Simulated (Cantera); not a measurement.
Charge: 1 mol FeS, 0.3 mol H2S, 2.1 mol O2, at 13.3 mbar.

These are equilibrium values from Cantera (NASA tables, ideal gas, pure condensed phases), not measurements of a reactor. Candidate condensed phases: Fe, FeO, Fe(OH)2, Fe(OH)3, FeS, FeSO4, FeS2, Fe2O3, Fe2(SO4)3, Fe3O4, H2O, H2SO4, S; 22 gas species. Mutual solubility and eutectic melting of coexisting phases are not modelled. The tables' stoichiometric FeO is somewhat more stable than real wüstite, so its field is too wide. FeO: taken at fixed stoichiometry. Gases not in the tables: S3 to S7. Rates play no part.

Task: Which condensed phases are stable at each of these points (T (°C)): 477, 577, 677, 777, 877, 977, 1077, 1177, 1277?

Result: 
| T (°C) | condensed phases | Fe condensed (%) |
|---|---|---|
| 477 | FeS2(s) + Fe3O4(s) | 100.0 |
| 577 | Fe3O4(s) | 100.0 |
| 677 | Fe3O4(s) | 100.0 |
| 777 | Fe3O4(s) | 100.0 |
| 877 | Fe3O4(s) | 100.0 |
| 977 | Fe3O4(s) | 100.0 |
| 1077 | Fe3O4(s) | 100.0 |
| 1177 | FeO(s) + Fe3O4(s) | 100.0 |
| 1277 | FeO(s) + Fe3O4(s) | 100.0 |

At 477 °C the condensed part is FeS2(s) + Fe3O4(s). From 577 °C to 1077 °C the condensed part is Fe3O4(s). From 1177 °C to 1277 °C the condensed part is FeO(s) + Fe3O4(s).
